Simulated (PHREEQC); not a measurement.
Dissolve 0.023 mol ZnCl2, 0.054 mol NaCl and 6.7e-05 mol FeSO4 per kg of water at 25 °C. Closed to the air; pH follows from the charge balance.

The numbers come from PHREEQC with the ion-association model, phreeqc.dat.

This is a speciation only: nothing precipitates in the calculation.

Estimate the pH, density.

pH 5.32; density 1.002 g/cm³.

In which forms is S present?

SO4-2 59 %, ZnSO4 35 %, NaSO4- 5.6 % of the S.
